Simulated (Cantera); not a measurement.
A Cantera script and what it prints.

```python
import numpy as np
import cantera as ct

gas_names = """
    C CH CH2 CH3 CH2OH CH3O CH4 CH3OH CO CO2 COOH C2 C2H CHCO,ketyl C2H2,acetylene C2H2,vinylidene
    CH2CO,ketene C2H3,vinyl CH3CO,acetyl C2H4 C2H4O,ethylen CH3CHO,ethanal CH3COOH (HCOOH)2 C2H5 C2H6
    CH3OCH3 C2H5OH C2O C3 C3H3,propargyl C3H4,allene C3H4,propyne C3H4,cyclo- C3H5,allyl C3H6,propylene
    C3H6,cyclo- C3H6O C3H7,n-propyl C3H7,i-propyl C3H8 C3H8O,1propanol C3H8O,2propanol C3O2 C4 C4H2
    C4H4,1,3-cyclo- C4H6,butadiene C4H6,2-butyne C4H6,cyclo- C4H8,1-butene C4H8,cis2-buten
    C4H8,tr2-butene C4H8,isobutene C4H8,cyclo- (CH3COOH)2 C4H9,n-butyl C4H9,i-butyl C4H9,s-butyl
    C4H9,t-butyl C4H10,isobutane C4H10,n-butane C5 C5H6,1,3cyclo- C5H8,cyclo- C5H10,1-pentene
    C5H10,cyclo- C5H11,pentyl C5H11,t-pentyl C5H12,n-pentane C5H12,i-pentane CH3C(CH3)2CH3 C6H2
    C6H5,phenyl C6H5O,phenoxy C6H6 C6H5OH,phenol C6H10,cyclo- C6H12,1-hexene C6H12,cyclo- C6H13,n-hexyl
    C7H7,benzyl C7H8 C7H8O,cresol C7H14,1-heptene C7H15,n-heptyl C7H16,n-heptane C8H8,styrene
    C8H10,ethylbenz C8H16,1-octene C8H17,n-octyl C8H18,isooctane C8H18,n-octane C9H19,n-nonyl
    C10H8,naphthale C10H21,n-decyl C12H9,o-bipheny C12H10,bipheny H HCO HO2 H2 HCHO,formaldehy HCOOH H2O
    H2O2 O OH O2 O3
""".split()
cond_names = """
    C(gr) C6H6(L) C7H8(L) C8H18(L),n-octa H2O(s) H2O(L)
""".split()


def load(file, names, dense=False):
    # The tables refer to 1 bar. Condensed volumes are neglected.
    table = {s.name: s for s in ct.Species.list_from_file(file)}
    out = []
    for n in names:
        d = dict(table[n].input_data)
        d["thermo"] = dict(d["thermo"], **{"reference-pressure": 1e5})
        if dense:
            d["equation-of-state"] = {"model": "constant-volume", "density": "1e6 g/cm^3"}
        out.append(ct.Species.from_dict(d))
    return out


gas = ct.Solution(thermo="ideal-gas", species=load("nasa_gas.yaml", gas_names))
cond = {s.name: ct.Solution(thermo="fixed-stoichiometry", species=[s], name=s.name)
        for s in load("nasa_condensed.yaml", cond_names, dense=True)}
atoms = {
    'C2H6': {'C': 2, 'H': 6},
    'H2O': {'H': 2, 'O': 1},
    'H2': {'H': 2},
}
top_T = {'C(gr)': 4500}  # K; cautious upper limits of use, not melting points


def equilibrate(T, P, feed):
    n = {}
    for name, mol in feed.items():
        for a, k in atoms[name].items():
            n[a] = n.get(a, 0.0) + k * mol
    gas.TPX = T, P, n
    mass = sum(n.values()) * gas.mean_molecular_weight
    gas.equilibrate("TP")
    valid = [c for c in cond.values() if c.min_temp <= T <= top_T.get(c.name, c.max_temp)]
    mix = ct.Mixture([(gas, mass / gas.mean_molecular_weight)] + [(c, 0.0) for c in valid])
    mix.T, mix.P = T, P
    mix.equilibrate("TP", solver="vcs", rtol=1e-11, max_steps=5000)
    return mix


results = []
T = 2973.15  # K
P = 8200  # Pa
for m in [0.14, 0.38, 0.62, 0.86, 1.1, 1.3, 1.6, 1.8]:
    feed = {'C2H6': 1, 'H2O': m, 'H2': 13}  # mol
    mix = equilibrate(T, P, feed)
    results.append((T, P, feed, dict(zip(mix.species_names, mix.species_moles))))

top = {s: max(r[3][s] / sum(r[3][g] for g in gas_names) for r in results) for s in gas_names}
cols = sorted((s for s in top if top[s] > 1e-05), key=lambda s: -top[s])[:8]
seen = [c for c in cond_names if any(r[3].get(c, 0) > 1e-12 for r in results)]
print("log10 of partial pressures in bar; condensed amounts in mol")
print(f"{'n(H2O)':>10s}" + "".join(f"{s[:9]:>10s}" for s in cols + seen))
for T, P, feed, n in results:
    ng = sum(n[g] for g in gas_names)
    print(f"{feed['H2O']:10.4g}" + "".join(f"{np.log10(max(n[s] / ng * P / 1e5, 1e-99)):10.3f}" for s in cols)
          + "".join(f"{n.get(c, 0):10.4g}" for c in seen))
```

Output:

```
log10 of partial pressures in bar; condensed amounts in mol
    n(H2O)        H2         H        CO C2H2,acet       C2H        C3      C4H2         C     C(gr)
      0.14    -1.331    -1.503    -3.247    -2.571    -3.525    -3.631    -4.191    -4.407    0.1127
      0.38    -1.335    -1.505    -2.825    -2.613    -3.565    -3.688    -4.271    -4.426         0
      0.62    -1.338    -1.507    -2.624    -2.689    -3.639    -3.798    -4.420    -4.462         0
      0.86    -1.340    -1.508    -2.493    -2.777    -3.727    -3.927    -4.594    -4.505         0
       1.1    -1.343    -1.509    -2.397    -2.885    -3.833    -4.084    -4.807    -4.558         0
       1.3    -1.345    -1.510    -2.333    -2.998    -3.945    -4.251    -5.031    -4.614         0
       1.6    -1.347    -1.511    -2.256    -3.246    -4.192    -4.619    -5.524    -4.736         0
       1.8    -1.349    -1.512    -2.214    -3.550    -4.495    -5.072    -6.130    -4.887         0
```

Equilibrium computed with Cantera from the NASA thermochemical tables; the gas is ideal and each condensed phase is pure.
